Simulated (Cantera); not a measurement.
## Gas-phase reforming

A perfectly stirred reactor is fed with 41.7 % CH4, 58.3 % CO2, at 17.0 bar; it is held at 1598 K, and followed from long to short residence time.

Computed with Cantera and GRI-Mech 3.0 (53 species, 325 reactions). The pressure lies above the range GRI-Mech 3.0 was tuned for (to about 10 atm).

```tsv
τ (s)	x CH4	x CO2	x O2	x OH	x HCO
13	0.0546	0.0621	<1e-12	1.03e-7	6.33e-8
1.8	0.0806	0.105	<1e-12	1.63e-7	4.75e-8
0.27	0.0946	0.173	1.80e-12	2.35e-7	2.91e-8
0.039	0.161	0.315	3.96e-12	1.95e-7	1.11e-8
0.0057	0.311	0.512	2.92e-12	5.26e-8	1.70e-9
0.00083	0.394	0.576	<1e-12	8.51e-9	5.65e-10
0.00012	0.414	0.583	<1e-12	1.48e-9	1.92e-10
```
x: mole fraction; the columns are a selection and need not sum to one.
